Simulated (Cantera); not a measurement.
Input (Python, Cantera):

```python
import numpy as np
import cantera as ct

gas = ct.Solution("gri30.yaml")
gas.TPX = 1400, 270000, {'CO': 0.0083, 'O2': 0.0061, 'H2O': 0.0039, 'N2': 1}
reactor = ct.IdealGasConstPressureReactor(gas, energy="off", clone=False)
net = ct.ReactorNet([reactor])
net.rtol, net.atol = 1e-08, 1e-18
show = ['CO', 'O2', 'H2O', 'O', 'NO2', 'OH', 'NO']
times = np.geomspace(0.0003, 20, 12)

steps = ct.SolutionArray(gas, extra=["t"])
rows = []
print(f"{'t/s':>10s}{'T/K':>9s}{'P/Pa':>11s}" + "".join(f"{s:>11s}" for s in show))
for t in times:
    while net.time < t:
        t_next = net.step()
        steps.append(gas.state, t=t_next)
    rows.append([np.interp(t, steps.t, y) for y in (steps.T, steps.P, *steps(*show).X.T)])
    print(f"{t:10.3e}{rows[-1][0]:9.1f}{rows[-1][1]:11.4g}" + "".join(f"{x:11.3e}" for x in rows[-1][2:]))
rate = np.gradient(steps.T, steps.t)
print("integrator steps:", len(steps.t))
if steps.T.max() > steps.T[0] + 200:
    print(f"time of steepest temperature rise: {steps.t[rate.argmax()]:.4e} s")
gas.TPX = 1400, 270000, {'CO': 0.0083, 'O2': 0.0061, 'H2O': 0.0039, 'N2': 1}
gas.equilibrate("TP")
print(f"equilibrium (TP): T = {gas.T:.1f} K  " + "  ".join(f"{s} {gas[s].X[0]:.3e}" for s in show))
```

Result:

```
       t/s      T/K       P/Pa         CO         O2        H2O          O        NO2         OH         NO
 3.000e-04   1400.0    2.7e+05  8.151e-03  5.990e-03  3.830e-03  1.370e-07  4.465e-18  5.462e-08  8.427e-14
 8.235e-04   1400.0    2.7e+05  7.998e-03  5.889e-03  3.796e-03  5.729e-05  2.135e-12  2.350e-05  6.648e-10
 2.260e-03   1400.0    2.7e+05  2.541e-03  3.168e-03  3.587e-03  1.847e-04  1.170e-09  1.057e-04  1.064e-06
 6.205e-03   1400.0    2.7e+05  4.822e-04  2.155e-03  3.779e-03  3.199e-05  3.368e-09  4.670e-05  1.555e-06
 1.703e-02   1400.0    2.7e+05  8.221e-05  1.958e-03  3.828e-03  5.589e-06  8.569e-09  2.037e-05  1.655e-06
 4.675e-02   1400.0    2.7e+05  1.188e-05  1.925e-03  3.840e-03  1.001e-06  1.256e-08  8.973e-06  1.683e-06
 1.283e-01   1400.0    2.7e+05  1.683e-06  1.922e-03  3.843e-03  2.099e-07  8.283e-09  4.180e-06  1.696e-06
 3.523e-01   1400.0    2.7e+05  3.250e-07  1.922e-03  3.844e-03  5.759e-08  3.618e-09  2.199e-06  1.701e-06
 9.670e-01   1400.0    2.7e+05  1.284e-07  1.922e-03  3.845e-03  2.813e-08  2.133e-09  1.537e-06  1.703e-06
 2.654e+00   1400.0    2.7e+05  1.122e-07  1.922e-03  3.845e-03  2.542e-08  1.983e-09  1.461e-06  1.704e-06
 7.286e+00   1400.0    2.7e+05  1.121e-07  1.922e-03  3.845e-03  2.541e-08  1.984e-09  1.461e-06  1.705e-06
 2.000e+01   1400.0    2.7e+05  1.121e-07  1.922e-03  3.845e-03  2.541e-08  1.988e-09  1.461e-06  1.709e-06
integrator steps: 1465
equilibrium (TP): T = 1400.0 K  CO 1.133e-07  O2 1.884e-03  H2O 3.845e-03  O 2.516e-08  NO2 8.890e-08  OH 1.454e-06  NO 7.716e-05
```

Cantera simulation using GRI-Mech 3.0 (53 species, 325 reactions); the numbers are that mechanism's predictions, not measurements.
